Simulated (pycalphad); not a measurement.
An equivalent pycalphad script:

```python
from pycalphad import Database, equilibrium, calculate, variables as v
import numpy as np
db = Database('COST507.tdb')
comps = ['SI', 'CU', 'VA']
phases = ['BCC_A2', 'CU19SI6_ETA', 'CU33SI7_DELTA', 'CU4SI_EPSILON', 'CU56SI11_GAMMA', 'DIAMOND_A4', 'FCC_A1', 'HCP_A3', 'LIQUID']
eq = equilibrium(db, comps, phases, {v.X('CU'): 0.166, v.T: np.arange(1850, 499, -25), v.P: 101325, v.N: 1}, output=['HM', 'SM'])
```

CALPHAD calculation (pycalphad, COST 507 light-alloy database (1999)), 1 atm. The data set is of 1999 and partly superseded. Phase fractions are per mole of atoms. Kinetics are ignored, which matters at the lower temperatures.

Results at three of the temperatures:

```
T = 1475.00 K, P = 101325 Pa, N = 1 mol of atoms
G = -63483 J/mol, H = 47041 J/mol, S = 74.93 J/(mol K)  (SER reference)
chemical potentials (J/mol): Si -55512, Cu -103529
phase             fraction      x(Si)      x(Cu)
LIQUID              0.5090     0.6739     0.3261
DIAMOND_A4          0.4910     1.0000       none
```

```
T = 750.00 K, P = 101325 Pa, N = 1 mol of atoms
G = -22040 J/mol, H = 11248 J/mol, S = 44.38 J/(mol K)  (SER reference)
chemical potentials (J/mol): Si -19438, Cu -35112
phase             fraction      x(Si)      x(Cu)
DIAMOND_A4          0.7816     1.0000       none
CU19SI6_ETA         0.2184     0.2400     0.7600
```

```
T = 650.00 K, P = 101325 Pa, N = 1 mol of atoms
G = -17778 J/mol, H = 8728 J/mol, S = 40.78 J/(mol K)  (SER reference)
chemical potentials (J/mol): Si -15618, Cu -28627
phase             fraction      x(Si)      x(Cu)
DIAMOND_A4          0.7816     1.0000       none
CU19SI6_ETA         0.2184     0.2400     0.7600
```

Changes of the phase set, refined by bisection:

```json
[
 {"T (K)": "1588.6", "phases above": "liquid", "phases below": "diamond (Si) + liquid"},
 {"T (K)": "1073.7", "phases above": "diamond (Si) + liquid", "phases below": "CU19SI6_ETA + diamond (Si)"}
]
```

Database names, with the compositions (at.%) that they take in these runs: CU19SI6_ETA: Cu 76 Si 24. DIAMOND_A4 is diamond (Si). An entry "none" or "no" means that the model of the phase leaves that element out. The hcp model here describes the intermediate κ phase of Cu-Si.
